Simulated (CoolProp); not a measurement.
Ammonia along the isobar 0.442 MPa: density (kg/m³) from the reference equation and from simpler models built on Tc = 405.6 K, pc = 11.36 MPa, ω = 0.256; each cubic takes its own stable root.

Model: reference Helmholtz-energy equation of state, Gao 2020, in CoolProp.

```csv
T (K),phase,reference
201,liquid,727.7
240.7,liquid,680.7
280.5,gas,3.443
320.2,gas,2.932
360,gas,2.573
399.7,gas,2.300
439.5,gas,2.082
479.2,gas,1.904
519,gas,1.755
```

How far does each simpler model (van der Waals, Redlich-Kwong, Soave-Redlich-Kwong, Peng-Robinson) lie from the reference over these 9 states: mean and median of the absolute difference, and the worst?


- van der Waals: mean 17.1 %, median 0.7 %, worst -99.4 % at 240.7 K and 0.442 MPa
- Redlich-Kwong: mean 5.6 %, median 0.4 %, worst -23.1 % at 240.7 K and 0.442 MPa
- Soave-Redlich-Kwong: mean 5.1 %, median 0.3 %, worst -21.4 % at 201 K and 0.442 MPa
- Peng-Robinson: mean 2.8 %, median 0.1 %, worst -11.6 % at 201 K and 0.442 MPa

At some of these states van der Waals gives the other phase, because its saturation line lies elsewhere.
